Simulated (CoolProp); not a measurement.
Saturation properties of ethylene (Tc = 9.2 °C, pc = 5.042 MPa, ω = 0.087).

Values from CoolProp's reference Helmholtz-energy equation of state, Smukala 2000.

```
T (°C)   p (MPa)  vapour density (kg/m³)  enthalpy of vaporisation (kJ/kg)  liquid cp (kJ/(kg K))
-------  -------  ----------------------  --------------------------------  ---------------------
-119.75  0.03539                  0.7906                             504.6                  2.404
-115.35  0.04842                   1.056                             498.7                  2.405
-110.95  0.06501                   1.386                             492.6                  2.408
-106.55  0.08577                   1.790                             486.4                  2.413
-102.15   0.1114                   2.278                             480.0                  2.420
-97.75    0.1425                   2.863                             473.5                  2.429
-93.25    0.1809                   3.572                             466.6                  2.441
-88.85    0.2256                   4.387                             459.6                  2.455
-84.45    0.2782                   5.336                             452.4                  2.472
-80.05    0.3396                   6.434                             444.9                  2.491
-75.65    0.4106                   7.696                             437.0                  2.514
-71.25    0.4920                   9.141                             428.9                  2.541
-66.85    0.5848                   10.79                             420.4                  2.571
```

It boils at -103.8 °C under 1 atm.
